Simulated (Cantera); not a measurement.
Feed: 1 mol Si₂Cl₆, 74 mol H₂, at 1075 K and 3.10 mbar.

These are equilibrium values from Cantera (NASA tables, ideal gas, pure condensed phases), not measurements of a reactor. Candidate condensed phases: Si; 19 gas species. The feed counts by its element totals alone. The tables' values for SiCl₃ are old estimates; treat these amounts as uncertain. Equilibrium is a limit: real reactors are often held back by kinetics, nucleation or transport.

Base state: H₂ 0.946, HCl 0.0428, SiCl₄ 0.00512, SiCl₂ 0.00378, SiHCl₃ 0.00141, SiCl₃ 0.00111, SiH₂Cl₂ 4.51e-5 (mole fractions); condensed: Si(s).

Problem. What changes in the equilibrium state with this change: H₂ from 74 to 28 mol?

Solution. 
```tsv
species	before	after
H₂	0.946	0.898
HCl	0.0428	0.0616
SiCl₄	0.00512	0.0243
SiCl₃	0.00111	0.00356
SiHCl₃	0.00141	0.00441
SiCl₂	0.00378	0.00825
SiH₂Cl₂	4.51e-5	9.34e-5
Si(s), mol	1.12	0.778
```
